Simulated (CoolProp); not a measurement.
C2F6 (R116) along the isotherm 425 K: Z from the reference equation and from simpler models built on Tc = 293.0 K, pc = 3048 kPa, ω = 0.257; each cubic takes its own stable root.

Model: reference Helmholtz-energy equation of state, Lemmon 2006, in CoolProp. It is a short technical equation, of lower accuracy than the large ones.

```
p (kPa)          phase  reference
-------  -------------  ---------
1390               gas     0.9632
2770               gas     0.9292
4160     supercritical     0.8981
5540     supercritical     0.8716
6930     supercritical     0.8504
8310     supercritical     0.8361
9700     supercritical     0.8290
11100    supercritical     0.8295
12500    supercritical     0.8372
13900    supercritical     0.8511
15200    supercritical     0.8686
```

Problem. How far does each simpler model (van der Waals, Redlich-Kwong, Soave-Redlich-Kwong, Peng-Robinson) lie from the reference over these 11 states: mean and median of the absolute difference, and the worst?

Solution. 
- van der Waals: mean 7.7 %, median 7.3 %, worst -13.3 % at 425 K and 8310 kPa
- Redlich-Kwong: mean 5.5 %, median 6.1 %, worst -7.3 % at 425 K and 9700 kPa
- Soave-Redlich-Kwong: mean 3.5 %, median 3.8 %, worst +5.8 % at 425 K and 13900 kPa
- Peng-Robinson: mean 1.1 %, median 1.0 %, worst -1.7 % at 425 K and 5540 kPa
